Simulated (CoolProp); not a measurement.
A single-stage vapour-compression cycle with ethylene: evaporating at 209.15 K (dew point), condensing at 271.15 K (bubble point), superheat 2 K, subcooling 2 K, compressor efficiency 0.75, no pressure losses. Each further row changes one setting.

Values from CoolProp's reference Helmholtz-energy equation of state, Smukala 2000.

| case | cooling COP | pressure ratio | discharge temperature (K) | refrigerating effect (kJ/kg) | volumetric capacity (kJ/m³) |
|---|---|---|---|---|---|
| as stated | 1.47 | 6.01 | 340.1 | 232 | 2740 |
| evaporating temperature 214.15 K | 1.69 | 5.01 | ___ | 235 | 3310 |
| condensing temperature 266.15 K | ___ | 5.35 | 330.9 | 252 | ___ |
| subcooling 7 K | 1.61 | 6.01 | 340.1 | 254 | 3000 |
| superheat 12 K | 1.47 | 6.01 | 352.8 | 248 | 2730 |
| compressor efficiency 0.65 | 1.28 | 6.01 | ___ | 232 | 2740 |

Problem. Some entries are withheld; supply them.

Solution. 
- evaporating temperature 214.15 K, discharge temperature (K): 332.6
- condensing temperature 266.15 K, cooling COP: 1.73
- condensing temperature 266.15 K, volumetric capacity (kJ/m³): 2970
- compressor efficiency 0.65, discharge temperature (K): 351.9
